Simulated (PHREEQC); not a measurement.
Consider water at 20 °C with 70 mmol/kgw CdCl2, 0.04 mmol/kgw H3BO3 and 17 mmol/kgw MnSO4. Closed to the air; pH follows from the charge balance.

Model: ion-association model, phreeqc.dat, run in PHREEQC.

Precipitation was switched off in this run.

**Question.** Order these Mn species by the share of Mn that they hold, largest first: MnCl+, MnSO4, MnCl2, Mn+2.

**Answer.** Mn+2 (77 %), MnSO4 (14 %), MnCl+ (9.1 %), MnCl2 (0.18 %)

**Question.** Order these S species by the share of S that they hold, largest first: CdSO4, MnSO4, SO4-2, Cd(SO4)2-2.

**Answer.** SO4-2 (54 %), CdSO4 (27 %), MnSO4 (14 %), Cd(SO4)2-2 (5.6 %)

The pH is 5.56 and the ionic strength 0.140 mol/kgw. Complexes and solids missing from the database can't appear.
